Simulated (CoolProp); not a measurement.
R22 along the isotherm 259.3 K: density (kg/m³) from the reference equation and from simpler models built on Tc = 369.3 K, pc = 4.990 MPa, ω = 0.221; each cubic takes its own stable root.

Model: reference Helmholtz-energy equation of state, Kamei 1995, in CoolProp.

| p (MPa) | phase | reference | van der Waals | Redlich-Kwong | Soave-Redlich-Kwong | Peng-Robinson |
|---|---|---|---|---|---|---|
| 0.00789 | gas | 0.3170 | 0.3168 | 0.3169 | 0.3169 | 0.3170 |
| 0.015 | gas | 0.6037 | 0.6028 | 0.6033 | 0.6034 | 0.6035 |
| 0.0284 | gas | 1.147 | 1.143 | 1.145 | 1.146 | 1.146 |
| 0.0538 | gas | 2.185 | 2.174 | 2.179 | 2.181 | 2.182 |
| 0.102 | gas | 4.192 | 4.149 | 4.170 | 4.177 | 4.181 |
| 0.193 | gas | 8.120 | 7.954 | 8.033 | 8.060 | 8.076 |
| 0.366 | liquid | … | 15.49 | 15.80 | 1200 | 1359 |
| 0.694 | liquid | … | 31.08 | 1162 | … | 1361 |
| 1.32 | liquid | 1330 | 802.9 | 1165 | 1205 | 1363 |
| 2.5 | liquid | 1334 | … | 1172 | 1210 | … |

Question: Some entries are withheld; supply them.

Answer: 
- 0.366, reference: 1327
- 0.694, reference: 1328
- 0.694, Soave-Redlich-Kwong: 1202
- 2.5, van der Waals: 811.2
- 2.5, Peng-Robinson: 1368

At some of these states van der Waals, Redlich-Kwong gives the other phase, because its saturation line lies elsewhere.
